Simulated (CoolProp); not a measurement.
R1234yf along the isotherm 136.85 °C: fugacity coefficient from the reference equation and from simpler models built on Tc = 94.7 °C, pc = 3.384 MPa, ω = 0.276; each cubic takes its own stable root.

The numbers come from the reference Helmholtz-energy equation of state, Lemmon 2022 in CoolProp.

| p (MPa) | phase | reference | van der Waals | Redlich-Kwong | Soave-Redlich-Kwong | Peng-Robinson |
|---|---|---|---|---|---|---|
| 0.0268 | gas | 0.9981 | 0.9982 | 0.9980 | 0.9982 | 0.9979 |
| 0.0609 | gas | 0.9957 | 0.9959 | 0.9955 | 0.9958 | 0.9952 |
| 0.139 | gas | 0.9902 | 0.9907 | 0.9898 | 0.9905 | 0.9891 |
| 0.315 | gas | 0.9778 | 0.9789 | 0.9770 | 0.9785 | 0.9754 |
| 0.718 | gas | 0.9497 | 0.9520 | 0.9480 | 0.9513 | 0.9445 |
| 1.63 | gas | 0.8876 | 0.8916 | 0.8839 | 0.8913 | 0.8772 |
| 3.72 | supercritical | 0.7523 | 0.7533 | 0.7435 | 0.7610 | 0.7355 |
| 8.46 | supercritical | 0.5074 | 0.5046 | 0.5004 | 0.5347 | 0.5030 |
